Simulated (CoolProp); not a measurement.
The numbers come from the reference Helmholtz-energy equation of state, Lemmon 2013 in CoolProp.

For propylene, give the phase and the cp (kJ/(kg K)), cv (kJ/(kg K)), expansivity (1/kK), conductivity (mW/(m K)) at 388.2 K and 759 kPa; 388.2 K and 1010 kPa; 388.2 K and 1520 kPa.


- 388.2 K and 759 kPa: gas; cp 1.93, cv 1.69, expansivity 3.01, conductivity 28.3
- 388.2 K and 1010 kPa: gas; cp 1.96, cv 1.69, expansivity 3.18, conductivity 28.7
- 388.2 K and 1520 kPa: gas; cp 2.01, cv 1.71, expansivity 3.58, conductivity 29.6

Thermal conductivity comes from a separate model (Huber 2003), an estimate that may be off by 10 % or more.
